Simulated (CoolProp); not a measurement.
Nitrous oxide along the isotherm 248 K: density (kg/m³) from the reference equation and from simpler models built on Tc = 309.5 K, pc = 7.245 MPa, ω = 0.161; each cubic takes its own stable root.

Computed with CoolProp (reference Helmholtz-energy equation of state, Lemmon 2006). It is a short technical equation, of lower accuracy than the large ones.

| p (MPa) | phase | reference | van der Waals | Redlich-Kwong | Soave-Redlich-Kwong | Peng-Robinson |
|---|---|---|---|---|---|---|
| 1.39 | gas | 35.12 | 33.20 | 34.37 | 34.66 | 35.02 |
| 2.79 | liquid | 1024 | 79.46 | 907.5 | 934.1 | 1059 |
| 4.18 | liquid | 1029 | 648.8 | 916.4 | 941.7 | 1067 |
| 5.57 | liquid | 1034 | 658.4 | 924.8 | 948.8 | 1074 |
| 6.97 | liquid | 1039 | 667.0 | 932.7 | 955.6 | 1081 |
| 8.36 | liquid | 1043 | 674.7 | 940.1 | 962.0 | 1087 |
| 9.75 | liquid | 1048 | 681.7 | 947.0 | 968.1 | 1094 |
| 11.1 | liquid | 1052 | 687.9 | 953.5 | 973.8 | 1100 |
| 12.5 | liquid | 1056 | 693.8 | 959.8 | 979.4 | 1105 |
| 13.9 | liquid | 1060 | 699.4 | 965.8 | 984.8 | 1111 |
| 15.3 | liquid | 1064 | 704.5 | 971.6 | 989.9 | 1116 |
| 16.7 | liquid | 1068 | 709.4 | 977.1 | 994.9 | 1121 |
| 18.1 | liquid | 1071 | 714.0 | 982.5 | 999.7 | 1126 |

At some of these states van der Waals gives the other phase, because its saturation line lies elsewhere.
